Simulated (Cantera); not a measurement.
Thermodynamics of silicon etching in halogen gases, feed Si + Br2 + H2

A closed system holds: 1 mol Si, 2.4 mol Br2, a varied amount of H2, at 1175 K and 10.0 Pa.

These are equilibrium values from Cantera (NASA tables, ideal gas, pure condensed phases), not measurements of a reactor. Candidate condensed phases: Br2, Si; 19 gas species. The tables' values for SiBr3 are old estimates; treat these amounts as uncertain. The numbers say what is thermodynamically allowed, not how fast it happens.

```json
[
 {"n(H2) (mol)": "11", "x H2": "0.719", "x HBr": "0.205", "x SiBr2": "0.0726", "x Br": "0.00142", "x SiBr4": "0.00102", "x SiBr3": "0.000974", "x SiHBr3": "5.06e-5", "x H": "1.04e-5", "n Si(s)": "0"},
 {"n(H2) (mol)": "20", "x H2": "0.824", "x HBr": "0.138", "x SiBr2": "0.0366", "x Br": "0.000899", "x SiBr4": "0.000205", "x SiBr3": "0.000310", "x SiHBr3": "1.72e-5", "x H": "1.11e-5", "n Si(s)": "0.168"},
 {"n(H2) (mol)": "29", "x H2": "0.869", "x HBr": "0.109", "x SiBr2": "0.0214", "x Br": "0.000688", "x SiBr4": "7.00e-5", "x SiBr3": "0.000138", "x SiHBr3": "7.91e-6", "x H": "1.14e-5", "n Si(s)": "0.321"},
 {"n(H2) (mol)": "38", "x H2": "0.896", "x HBr": "0.0896", "x SiBr2": "0.0141", "x Br": "0.000559", "x SiBr4": "3.05e-5", "x SiBr3": "7.43e-5", "x SiHBr3": "4.31e-6", "x H": "1.16e-5", "n Si(s)": "0.425"},
 {"n(H2) (mol)": "46", "x H2": "0.911", "x HBr": "0.0776", "x SiBr2": "0.0104", "x Br": "0.000480", "x SiBr4": "1.66e-5", "x SiBr3": "4.70e-5", "x SiHBr3": "2.75e-6", "x H": "1.17e-5", "n Si(s)": "0.493"},
 {"n(H2) (mol)": "55", "x H2": "0.924", "x HBr": "0.0675", "x SiBr2": "0.00777", "x Br": "0.000414", "x SiBr4": "9.24e-6", "x SiBr3": "3.03e-5", "x SiHBr3": "1.79e-6", "x H": "1.18e-5", "n Si(s)": "0.552"},
 {"n(H2) (mol)": "64", "x H2": "0.934", "x HBr": "0.0598", "x SiBr2": "0.00602", "x Br": "0.000365", "x SiBr4": "5.56e-6", "x SiBr3": "2.07e-5", "x SiHBr3": "1.23e-6", "x H": "1.18e-5", "n Si(s)": "0.598"}
]
```
x: gas mole fraction; n: condensed amount in mol.

At 11 mol H2 nothing is condensed. From 20 mol H2 to 64 mol H2 the condensed part is Si(s). The main Si-bearing gas is SiBr2 throughout. The share of Si in condensed phases is highest at 64 mol H2 (59.8 %) and lowest at 11 mol H2 (0.0 %).
